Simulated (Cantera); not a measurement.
A closed system holds: 1 mol HCl, 0.45 mol O2, 1.5 mol N2, held at 2525 K and 0.133 bar.

Method: chemical equilibrium by Gibbs-energy minimisation in Cantera with the NASA 1993 tables (ideal gas, pure condensed phases). Candidate condensed phases: H2O, NH4Cl; 29 gas species. Kinetics and transport are ignored.

Q: What is the equilibrium state?

A: 
| Property | Result |
|---|---|
| x(N2) | 0.475 |
| x(HCl) | 0.169 |
| x(Cl) | 0.151 |
| x(O2) | 0.0923 |
| x(H2O) | 0.0614 |
| x(OH) | 0.0165 |
| x(O) | 0.0136 |
| x(NO) | 0.0124 |
| x(H) | 0.00468 |
| gas amount | 3.118 mol |
